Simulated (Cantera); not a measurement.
A Cantera script and what it prints.

```python
import numpy as np
import cantera as ct

gas_names = """
    HCL TiCL4 H2
""".split()
cond_names = """
    TiCL3(s)
""".split()


# ... load() reads the species with a 1 bar reference pressure and builds the phases ...
species = {s.name: s for s in load("nasa_gas.yaml", gas_names) + load("nasa_condensed.yaml", cond_names)}
# Each term lists the table entries of one substance; the one whose range holds T is used.
reactions = {
    '2 TiCl3 + 2 HCl(g) = 2 TiCl4(g) + H2(g)':
        [(-2, ['TiCL3(s)']), (-2, ['HCL']), (2, ['TiCL4']), (1, ['H2'])],
}


def pick(names, T):
    return next(species[n] for n in names if species[n].thermo.min_temp <= T <= species[n].thermo.max_temp)


results = []
for label, terms in reactions.items():
    print(label)
    print("     T/K   dH/kJ  dS/(J/K)   dG/kJ   log10 K")
    for T in [475, 525, 575, 625, 675, 725, 775, 825, 875, 925]:
        used = [(nu, pick(names, T)) for nu, names in terms]
        dH = sum(nu * s.thermo.h(T) for nu, s in used) / 1e6
        dS = sum(nu * s.thermo.s(T) for nu, s in used) / 1e3
        dG = dH - T * dS / 1e3
        logK = -dG * 1e6 / (ct.gas_constant * T * np.log(10))
        results.append((label, T, dH, dS, dG, logK, [s.name for _, s in used]))
        print(f"{T:8g} {dH:8.1f} {dS:8.1f} {dG:8.1f} {logK:8.2f}")
```

It prints:

```
2 TiCl3 + 2 HCl(g) = 2 TiCl4(g) + H2(g)
     T/K   dH/kJ  dS/(J/K)   dG/kJ   log10 K
     475     96.9    174.3     14.1    -1.56
     525     95.7    171.9      5.5    -0.55
     575     94.5    169.6     -3.0     0.28
     625     93.2    167.6    -11.5     0.96
     675     92.0    165.6    -19.8     1.53
     725     90.6    163.7    -28.0     2.02
     775     89.3    161.8    -36.2     2.44
     825     87.8    160.1    -44.2     2.80
     875     86.4    158.4    -52.2     3.11
     925     84.9    156.7    -60.1     3.39
```

Standard-state values (1 bar) from the NASA 1993 polynomials, evaluated with Cantera. Condensed species are held in their standard states even where they would react or evaporate.
